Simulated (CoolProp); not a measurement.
Vapour-liquid equilibrium of R22 (1) + R123 (2) at 0.00736 MPa; x and y are mole fractions of (1).

Model: multi-fluid Helmholtz-energy mixture model, Kamei 1995 and Younglove 1994; pair parameters Bell 2016, in CoolProp.

```json
[
 {"x": "0.05", "bubble temperature, mixture model (K)": "230.6", "bubble temperature, Raoult's law (K)": "230.2", "y, mixture model": "0.610", "y, Raoult's law": "0.622"},
 {"x": "0.125", "bubble temperature, mixture model (K)": "218.2", "bubble temperature, Raoult's law (K)": "218.4", "y, mixture model": "0.856", "y, Raoult's law": "0.853"},
 {"x": "0.2", "bubble temperature, mixture model (K)": "210.7", "bubble temperature, Raoult's law (K)": "211.5", "y, mixture model": "0.929", "y, Raoult's law": "0.924"},
 {"x": "0.275", "bubble temperature, mixture model (K)": "205.6", "bubble temperature, Raoult's law (K)": "206.7", "y, mixture model": "0.959", "y, Raoult's law": "0.954"},
 {"x": "0.35", "bubble temperature, mixture model (K)": "201.9", "bubble temperature, Raoult's law (K)": "203.1", "y, mixture model": "___", "y, Raoult's law": "0.970"},
 {"x": "0.425", "bubble temperature, mixture model (K)": "199.1", "bubble temperature, Raoult's law (K)": "200.3", "y, mixture model": "___", "y, Raoult's law": "0.980"},
 {"x": "0.5", "bubble temperature, mixture model (K)": "196.9", "bubble temperature, Raoult's law (K)": "197.9", "y, mixture model": "0.987", "y, Raoult's law": "0.986"},
 {"x": "0.575", "bubble temperature, mixture model (K)": "___", "bubble temperature, Raoult's law (K)": "196.0", "y, mixture model": "___", "y, Raoult's law": "0.990"},
 {"x": "0.65", "bubble temperature, mixture model (K)": "193.6", "bubble temperature, Raoult's law (K)": "194.3", "y, mixture model": "0.993", "y, Raoult's law": "0.993"},
 {"x": "0.725", "bubble temperature, mixture model (K)": "192.3", "bubble temperature, Raoult's law (K)": "192.8", "y, mixture model": "0.995", "y, Raoult's law": "0.995"},
 {"x": "0.8", "bubble temperature, mixture model (K)": "191.2", "bubble temperature, Raoult's law (K)": "191.5", "y, mixture model": "0.997", "y, Raoult's law": "0.997"},
 {"x": "0.875", "bubble temperature, mixture model (K)": "190.2", "bubble temperature, Raoult's law (K)": "190.3", "y, mixture model": "0.998", "y, Raoult's law": "0.998"},
 {"x": "0.95", "bubble temperature, mixture model (K)": "189.2", "bubble temperature, Raoult's law (K)": "189.2", "y, mixture model": "0.999", "y, Raoult's law": "0.999"}
]
```

### Question
Complete the blanks.

### Answer

- 0.35, y, mixture model: 0.974
- 0.425, y, mixture model: 0.982
- 0.575, bubble temperature, mixture model (K): 195.1
- 0.575, y, mixture model: 0.991

The largest gap from Raoult's law is -1.2 K in bubble temperature, at x = 0.35. No azeotrope shows between x = 0.05 and 0.95.

The pair parameters rest on a limited set of measurements; away from them the model extrapolates. The gap from Raoult's law changes sign with composition, which may be real or a fault of the pair parameters; it wasn't checked against measurements.
